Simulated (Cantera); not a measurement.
Input (Python, Cantera) and output of one run.

```python
import numpy as np
import cantera as ct

gas_names = """
    B BH BH2 BH3 BN B2 H H2 N NH NH2 NH3 N2 N2H2 N2H4
""".split()
cond_names = """
    B(b) B(L) BN(s)
""".split()


def load(file, names, dense=False):
    # The tables refer to 1 bar. Condensed volumes are neglected.
    table = {s.name: s for s in ct.Species.list_from_file(file)}
    out = []
    for n in names:
        d = dict(table[n].input_data)
        d["thermo"] = dict(d["thermo"], **{"reference-pressure": 1e5})
        if dense:
            d["equation-of-state"] = {"model": "constant-volume", "density": "1e6 g/cm^3"}
        out.append(ct.Species.from_dict(d))
    return out


gas = ct.Solution(thermo="ideal-gas", species=load("nasa_gas.yaml", gas_names))
cond = {s.name: ct.Solution(thermo="fixed-stoichiometry", species=[s], name=s.name)
        for s in load("nasa_condensed.yaml", cond_names, dense=True)}
atoms = {
    'B': {'B': 1},
    'NH3': {'N': 1, 'H': 3},
}
top_T = {'BN(s)': 3200}  # K; cautious upper limits of use, not melting points


def equilibrate(T, P, feed):
    n = {}
    for name, mol in feed.items():
        for a, k in atoms[name].items():
            n[a] = n.get(a, 0.0) + k * mol
    gas.TPX = T, P, n
    mass = sum(n.values()) * gas.mean_molecular_weight
    gas.equilibrate("TP")
    valid = [c for c in cond.values() if c.min_temp <= T <= top_T.get(c.name, c.max_temp)]
    mix = ct.Mixture([(gas, mass / gas.mean_molecular_weight)] + [(c, 0.0) for c in valid])
    mix.T, mix.P = T, P
    mix.equilibrate("TP", solver="vcs", rtol=1e-11, max_steps=5000)
    return mix


results = []
feed = {'B': 1, 'NH3': 3.8}  # mol
T = 900  # K
P = 99  # Pa
mix = equilibrate(T, P, feed)
results.append((T, P, feed, dict(zip(mix.species_names, mix.species_moles))))
x = sorted(zip(gas.X, gas.species_names), reverse=True)
print(f"T = {T:g} K  P = {P:g} Pa  gas = {mix.phase_moles(0):.4g} mol")
print("   x: " + "  ".join(f"{s} {v:.3e}" for v, s in x if v > 0.0001))
print("   condensed (mol): " + ("  ".join(f"{mix.phase(i).name} {mix.phase_moles(i):.4g}"
      for i in range(1, mix.n_phases) if mix.phase_moles(i) > 1e-12) or "none"))
```

Output:

```
T = 900 K  P = 99 Pa  gas = 7.1 mol
   x: H2 8.028e-01  N2 1.972e-01
   condensed (mol): BN(s) 1
```

Equilibrium computed with Cantera from the NASA thermochemical tables; the gas is ideal and each condensed phase is pure.
